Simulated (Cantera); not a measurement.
A closed system holds: 1 mol B2H6, 140 mol H2, 0.17 mol N2, held at 133 Pa.

These are equilibrium values from Cantera (NASA tables, ideal gas, pure condensed phases), not measurements of a reactor. Candidate condensed phases: B, BN; 15 gas species. The feed counts by its element totals alone. N2 is the only nitrogen source here; it is nearly inert below about 1500 K, so the nitride shown seldom forms there in practice. Mutual solubility and eutectic melting of coexisting phases are not modelled. The tables' values for BH2 are old estimates; treat these amounts as uncertain. Kinetics and transport are ignored.

x: gas mole fraction; n: condensed amount in mol.

| T (K) | x H2 | x H | x N2 | x BH2 | x B | x BH | x BH3 | n B(s) | n BN(s) |
|---|---|---|---|---|---|---|---|---|---|
| 775 | 1.00 | 2.72e-11 | <1e-12 | 4.15e-12 | <1e-12 | <1e-12 | 1.95e-10 | 1.66 | 0.340 |
| 875 | 1.00 | 1.37e-9 | <1e-12 | 1.37e-10 | <1e-12 | <1e-12 | 1.08e-9 | 1.66 | 0.340 |
| 975 | 1.00 | 3.13e-8 | <1e-12 | 2.18e-9 | <1e-12 | <1e-12 | 4.16e-9 | 1.66 | 0.340 |
| 1075 | 1.00 | 4.02e-7 | <1e-12 | 2.06e-8 | <1e-12 | <1e-12 | 1.22e-8 | 1.66 | 0.340 |
| 1175 | 1.000 | 3.36e-6 | 6.17e-11 | 1.33e-7 | <1e-12 | <1e-12 | 2.97e-8 | 1.66 | 0.340 |
| 1275 | 1.000 | 2.02e-5 | 3.45e-9 | 6.34e-7 | <1e-12 | ___ | 6.22e-8 | 1.66 | 0.340 |
| 1375 | 1.000 | 9.38e-5 | 1.07e-7 | 2.41e-6 | 2.49e-11 | ___ | 1.16e-7 | 1.66 | 0.340 |
| 1475 | 1.000 | 0.000355 | 2.07e-6 | 7.60e-6 | 6.80e-10 | ___ | 1.98e-7 | 1.66 | 0.339 |
| 1575 | 0.999 | 0.00114 | 2.75e-5 | 2.07e-5 | 1.22e-8 | ___ | 3.15e-7 | 1.66 | 0.332 |
| 1675 | 0.997 | 0.00317 | 0.000267 | 4.97e-5 | 1.54e-7 | ___ | 4.70e-7 | 1.73 | 0.264 |
| 1775 | 0.991 | 0.00789 | 0.00118 | 0.000108 | 1.46e-6 | ___ | 6.65e-7 | 1.98 | 0 |
| 1875 | 0.981 | 0.0178 | 0.00118 | 0.000213 | 1.08e-5 | ___ | 8.99e-7 | 1.97 | 0 |
| 1975 | 0.962 | 0.0367 | 0.00117 | 0.000389 | 6.56e-5 | ___ | 1.16e-6 | 1.93 | 0 |
| 2075 | 0.928 | 0.0703 | 0.00115 | 0.000657 | 0.000333 | ___ | 1.41e-6 | 1.85 | 0 |

What belongs in the gaps?


- 1275, x BH: 2.90e-12
- 1375, x BH: 5.81e-11
- 1475, x BH: 7.73e-10
- 1575, x BH: 7.37e-9
- 1675, x BH: 5.34e-8
- 1775, x BH: 3.08e-7
- 1875, x BH: 1.47e-6
- 1975, x BH: 5.90e-6
- 2075, x BH: 2.06e-5
